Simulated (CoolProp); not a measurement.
Water at 424.82 K and 0.344 MPa is throttled through a valve to 0.18 MPa with no heat exchange. Each further row changes one setting.

The numbers come from the reference Helmholtz-energy equation of state, Wagner 2002 in CoolProp.

```json
[
 {"case": "as stated", "temperature change (K)": "[?]", "final density (kg/m³)": "[?]"},
 {"case": "outlet pressure 0.054 MPa", "temperature change (K)": "[?]", "final density (kg/m³)": "[?]"},
 {"case": "outlet pressure 0.234 MPa", "temperature change (K)": "[?]", "final density (kg/m³)": "[?]"}
]
```

Question: Fill in the missing entries.

Answer: 
- as stated, temperature change (K): -6.2
- as stated, final density (kg/m³): 0.947
- outlet pressure 0.054 MPa, temperature change (K): -11.2
- outlet pressure 0.054 MPa, final density (kg/m³): 0.284
- outlet pressure 0.234 MPa, temperature change (K): -4.2
- outlet pressure 0.234 MPa, final density (kg/m³): 1.23
